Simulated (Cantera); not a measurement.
What does this Cantera script print?

```python
import numpy as np
import cantera as ct

surf = ct.Interface("ptcombust.yaml", "Pt_surf")
gas = surf.adjacent["gas"]
gas.TPX = 823, 500000, {'CO': 0.0046, 'O2': 0.066, 'N2': 0.79}
surf.TP = 823, 500000
reactor = ct.FlowReactor(gas, clone=False)
reactor.area = 0.0001  # m2
reactor.surface_area_to_volume_ratio = 410  # 1/m
reactor.mass_flow_rate = 0.062 * reactor.area * gas.density  # inlet velocity 0.062 m/s
reactor.energy_enabled = False
wall = ct.ReactorSurface(surf, reactor, clone=False)
net = ct.ReactorNet([reactor])
net.rtol, net.atol = 1e-8, 1e-16
show, cover = ['CO', 'O2', 'H2O', 'CO2'], ['PT(S)', 'H(S)', 'O(S)', 'OH(S)', 'CO(S)', 'C(S)']

rows = []
print(f"{'z/m':>9s}{'u/(m/s)':>9s}" + "".join(f"{s:>13s}" for s in show + cover))
for z in [0.00042, 0.00075, 0.0013, 0.0024, 0.0042, 0.0075, 0.013, 0.024, 0.042]:
    net.advance(z)
    rows.append([reactor.speed, *gas[show].X, *surf[cover].coverages])
    print(f"{z:9.4g}{rows[-1][0]:9.3g}" + "".join(f"{x:13.4e}" for x in rows[-1][1:]))
```

Output:

```
      z/m  u/(m/s)           CO           O2          H2O          CO2        PT(S)         H(S)         O(S)        OH(S)        CO(S)         C(S)
  0.00042   0.0619   1.0565e-03   7.4705e-02  -1.2103e-29   4.3001e-03   3.1804e-02   1.3013e-24   9.6775e-01   3.7244e-19   4.4411e-04   8.0126e-17
  0.00075   0.0619   5.4368e-04   7.4468e-02   8.9700e-30   4.8143e-03   2.9823e-02  -1.3525e-22   9.6998e-01   1.1061e-17   2.0053e-04   3.3847e-17
   0.0013   0.0618   1.9969e-04   7.4309e-02  -4.6771e-29   5.1592e-03   2.8695e-02  -9.2477e-25   9.7124e-01  -3.5080e-19   6.8100e-05   1.1045e-17
   0.0024   0.0618   2.9963e-05   7.4230e-02   6.4938e-30   5.3294e-03   2.8186e-02  -4.1608e-23   9.7180e-01   3.5726e-18   9.8536e-06   1.5689e-18
   0.0042   0.0618   1.4149e-06   7.4217e-02   1.1237e-30   5.3580e-03   2.8103e-02   1.4713e-26   9.7190e-01   4.9811e-21   4.6254e-07   7.3423e-20
   0.0075   0.0618   5.3030e-09   7.4216e-02   9.6174e-32   5.3594e-03   2.8099e-02  -5.8815e-26   9.7190e-01  -2.5124e-22   1.7330e-09   2.7506e-22
    0.013   0.0618   4.8004e-13   7.4216e-02  -8.3316e-35   5.3594e-03   2.8099e-02   2.9171e-26   9.7190e-01   9.8773e-21   1.5688e-13   2.4899e-26
    0.024   0.0618  -7.5912e-18   7.4216e-02  -2.9088e-37   5.3594e-03   2.8099e-02  -9.2014e-25   9.7190e-01  -3.1156e-19   1.9446e-18   3.0863e-31
    0.042   0.0618  -8.8345e-18   7.4216e-02   1.6257e-34   5.3594e-03   2.8099e-02  -1.5743e-24   9.7190e-01  -5.3305e-19  -4.6515e-32   8.6833e-45
```

Model: Deutschmann's 1995 Pt surface mechanism with GRI-Mech 3.0 gas chemistry, integrated in Cantera. Catalytic surfaces can have several steady states; this one follows from the mechanism file's or the stated starting coverage. Mass transfer to the wall is taken as infinitely fast.
